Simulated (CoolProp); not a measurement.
Vapour-liquid equilibrium of n-heptane (1) + o-xylene (2) at 362.7 K; x and y are mole fractions of (1).

Values from CoolProp's multi-fluid Helmholtz-energy mixture model, Span 2003 and Zhou 2012; pair parameters Bell 2016.

| x | bubble pressure (MPa) | y at the bubble point | dew pressure at overall composition x (MPa) | liquid density (mol/L) |
|---|---|---|---|---|
| 0.05 | 0.02267 | 0.232 | 0.01905 | 7.641 |
| 0.125 | 0.02868 | 0.435 | 0.02040 | 7.515 |
| 0.2 | 0.03406 | 0.559 | 0.02194 | 7.391 |
| 0.275 | 0.03896 | 0.644 | 0.02373 | 7.270 |
| 0.35 | 0.04350 | 0.708 | 0.02583 | 7.151 |
| 0.425 | 0.04775 | 0.759 | 0.02831 | 7.034 |
| 0.5 | 0.05180 | 0.801 | 0.03128 | 6.920 |
| 0.575 | 0.05572 | 0.838 | 0.03489 | 6.808 |
| 0.65 | 0.05956 | 0.871 | 0.03932 | 6.698 |
| 0.725 | 0.06337 | 0.901 | 0.04482 | 6.590 |
| 0.8 | 0.06717 | 0.929 | 0.05166 | 6.484 |
| 0.875 | 0.07102 | 0.956 | 0.06007 | 6.381 |
| 0.95 | 0.07492 | 0.983 | 0.07008 | 6.279 |

No azeotrope shows between x = 0.05 and 0.95.

Pair parameters are fitted to limited data, so mixtures are less certain than the pure fluids.
